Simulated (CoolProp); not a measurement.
The fluid at 293.15 K and 0.731 MPa expands adiabatically to 0.0648 MPa with isentropic efficiency 1. The same conditions are run with several fluids, on thermodynamics alone (safety and materials aside).

Values from CoolProp's reference Helmholtz-energy equation of state of each fluid (propylene: Lemmon 2013; methane: Setzmann 1991; normal hydrogen: Leachman 2009; nitrogen: Span 2000).

```csv
fluid,work (kJ/kg),final temperature (K),final phase,final density (kg/m³)
propylene,(withheld),(withheld),"two-phase, vapour fraction 0.950",1.64
methane,(withheld),(withheld),gas,0.782
normal hydrogen,2090,(withheld),gas,0.113
nitrogen,151,146.3,gas,1.50
```

Task: Some entries are withheld; supply them.

Result: 
- propylene, work (kJ/kg): 110
- propylene, final temperature (K): 216.2
- methane, work (kJ/kg): 275
- methane, final temperature (K): 161.1
- normal hydrogen, final temperature (K): 139.6
